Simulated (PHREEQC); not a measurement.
2.4 g of hydrous ferric oxide (600 m²/g; 0.2 weak and 0.005 strong sites per Fe, Dzombak-Morel constants, diffuse double layer) in 1 kg of water with 0.001 mol/kgw of an inert sodium salt, at 25 °C; the pH is set by adding NaOH or the inert anion's acid. Oxygen is held at 0.21 atm. The system is closed to CO2. Nothing may precipitate in this run.

Computed with PHREEQC (ion-association model, wateq4f.dat).

```
pH   surface charge σ (C/m²)  surface potential ψ (mV)
---  -----------------------  ------------------------
3                      0.286                       222
3.5                    0.211                       216
4                      0.144                       204
4.5                    0.093                       187
5                      0.057                       167
5.5                    0.034                       144
6.5                    0.011                        92
7                      0.006                        64
7.5                    0.003                        35
8                      0.000                         6
8.5                   -0.002                       -23
9                     -0.004                       -51
```

The oxide is taken as insoluble; below pH 4 it would dissolve.
